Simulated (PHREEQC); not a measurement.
Solution (25 °C): 180 mmol/kgw NiCl2, 0.29 mmol/kgw NaOH and 19 mmol/kgw FeSO4. Closed to the air; pH follows from the charge balance.

Equilibrium calculation in PHREEQC: ion-association model, wateq4f.dat.

```json
{
 "pH": "7.50",
 "ionic_strength": "0.478 mol/kgw",
 "activity_of_water": "0.991",
 "total_alkalinity": "0.290 meq/kg"
}
```

```
species  molality  activity   log γ
-------  --------  --------  ------
Cl-         0.308     0.199  -0.189
Ni+2        0.131    0.0378  -0.541
NiCl+      0.0258    0.0189  -0.135
Fe+2       0.0163   0.00411  -0.597
NiCl2      0.0122    0.0137   0.048
NiSO4      0.0104    0.0116   0.048
SO4-2     0.00755   0.00158  -0.680
FeCl+     0.00165   0.00113  -0.165
FeSO4     0.00103   0.00115   0.048
Na+      0.000288  0.000204  -0.149
```

This is a speciation only: nothing precipitates in the calculation. The solution is supersaturated, for example in Ni(OH)2, Ni4(OH)6SO4, so a real one may precipitate; this is no full list.
